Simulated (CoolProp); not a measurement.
Vapour-liquid equilibrium of R13 (1) + n-butane (2) at 262.6 K; x and y are mole fractions of (1).

Model: multi-fluid Helmholtz-energy mixture model, Platzer 1990 and Bücker 2006; pair parameters Bell 2016, in CoolProp. This equation is an older, rougher fit; its heat capacities, sound speeds and derivatives of the liquid may be far off and weren't checked against measurements.

```csv
x,bubble pressure (MPa),y at the bubble point,dew pressure at overall composition x (MPa),liquid density (mol/L)
0.05,0.1910,0.645,0.07159,10.61
0.125,0.3510,0.809,0.07776,10.72
0.2,0.4860,0.865,0.08508,10.84
0.275,0.6011,0.894,0.09389,10.94
0.35,0.7010,0.911,0.1047,11.05
0.425,0.7900,0.924,0.1183,11.14
0.5,0.8719,0.935,0.1360,11.23
0.575,0.9505,0.944,0.1599,11.31
0.65,1.029,0.952,0.1938,11.37
0.725,1.111,0.960,0.2457,11.42
0.8,1.199,0.969,0.3352,11.45
0.875,1.296,0.979,0.5215,11.46
0.95,1.408,0.991,1.010,11.43
```

No azeotrope shows between x = 0.05 and 0.95.

The pair parameters rest on a limited set of measurements; away from them the model extrapolates. The gap from Raoult's law changes sign with composition, which may be real or a fault of the pair parameters; it wasn't checked against measurements.
